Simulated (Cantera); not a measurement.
**Equilibrium for hydrogen reduction and annealing atmospheres: Cu2O + H2**

Input: 1 mol Cu2O, a varied amount of H2, held at 2198 K and 0.450 bar.

Equilibrium computed with Cantera from the NASA thermochemical tables; the gas is ideal and each condensed phase is pure. Candidate condensed phases: Cu, CuO, Cu(OH)2, Cu2O, H2O; 12 gas species. Kinetics and transport are ignored.

At 29 mol H2 the condensed part is Cu(l). From 37 mol H2 to 310 mol H2 nothing is condensed. The main Cu-bearing gas is Cu throughout.

```json
[
 {"n(H2) (mol)": "29", "x H2": "0.908", "x Cu": "0.0508", "x H2O": "0.0325", "x H": "0.00791", "x Cu2": "0.000385", "x OH": "3.94e-5", "n Cu(l)": "0.418"},
 {"n(H2) (mol)": "37", "x H2": "0.916", "x Cu": "0.0503", "x H2O": "0.0255", "x H": "0.00794", "x Cu2": "0.000378", "x OH": "3.08e-5", "n Cu(l)": "0"},
 {"n(H2) (mol)": "47", "x H2": "0.931", "x Cu": "0.0402", "x H2O": "0.0203", "x H": "0.00801", "x Cu2": "0.000241", "x OH": "2.43e-5", "n Cu(l)": "0"},
 {"n(H2) (mol)": "59", "x H2": "0.943", "x Cu": "0.0323", "x H2O": "0.0163", "x H": "0.00806", "x Cu2": "0.000156", "x OH": "1.94e-5", "n Cu(l)": "0"},
 {"n(H2) (mol)": "75", "x H2": "0.953", "x Cu": "0.0257", "x H2O": "0.0129", "x H": "0.00810", "x Cu2": "9.83e-5", "x OH": "1.53e-5", "n Cu(l)": "0"},
 {"n(H2) (mol)": "94", "x H2": "0.961", "x Cu": "0.0206", "x H2O": "0.0104", "x H": "0.00814", "x Cu2": "6.35e-5", "x OH": "1.22e-5", "n Cu(l)": "0"},
 {"n(H2) (mol)": "120", "x H2": "0.967", "x Cu": "0.0162", "x H2O": "0.00815", "x H": "0.00816", "x Cu2": "3.94e-5", "x OH": "9.57e-6", "n Cu(l)": "0"},
 {"n(H2) (mol)": "150", "x H2": "0.972", "x Cu": "0.0131", "x H2O": "0.00654", "x H": "0.00819", "x Cu2": "2.54e-5", "x OH": "7.67e-6", "n Cu(l)": "0"},
 {"n(H2) (mol)": "190", "x H2": "0.976", "x Cu": "0.0103", "x H2O": "0.00518", "x H": "0.00820", "x Cu2": "1.60e-5", "x OH": "6.06e-6", "n Cu(l)": "0"},
 {"n(H2) (mol)": "240", "x H2": "0.979", "x Cu": "0.00821", "x H2O": "0.00411", "x H": "0.00822", "x Cu2": "1.01e-5", "x OH": "4.80e-6", "n Cu(l)": "0"},
 {"n(H2) (mol)": "310", "x H2": "0.982", "x Cu": "0.00637", "x H2O": "0.00319", "x H": "0.00823", "x Cu2": "6.06e-6", "x OH": "3.72e-6", "n Cu(l)": "0"}
]
```
x: gas mole fraction; n: condensed amount in mol.
